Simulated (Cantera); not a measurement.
An isothermal, constant-pressure homogeneous reactor starts with N2O : H2O = 1 : 0.0085 (molar parts), at 1573 K and 10.00 Torr.

Model: GRI-Mech 3.0 (53 species, 325 reactions), integrated in Cantera. GRI-Mech 3.0 was tuned for natural gas; its chemistry of N2O as a main component is partial and can be far from experiment. Radical loss at walls, strong at low pressure, is not modelled. The temperature is held fixed by assumption; the heat of reaction is taken as removed at once.

Q: Predict: x(N2O) at 30.0 s; x(H2O) at 30.0 s; x(NO2) at 30.0 s; x(OH) at 30.0 s; x(NO) at 30.0 s; x(HO2) at 30.0 s.

A: 
```
Item                                                  Value
----------------  -----------------------------------------
x(N2O) at 30.0 s    6.86e-6 (gas-phase equilibrium 1.26e-8)
x(H2O) at 30.0 s    0.00558 (gas-phase equilibrium 0.00558)
x(NO2) at 30.0 s    9.00e-5 (gas-phase equilibrium 1.24e-6)
x(OH) at 30.0 s   0.000105 (gas-phase equilibrium 0.000112)
x(NO) at 30.0 s       0.168 (gas-phase equilibrium 0.00199)
x(HO2) at 30.0 s    2.89e-8 (gas-phase equilibrium 3.60e-8)
```
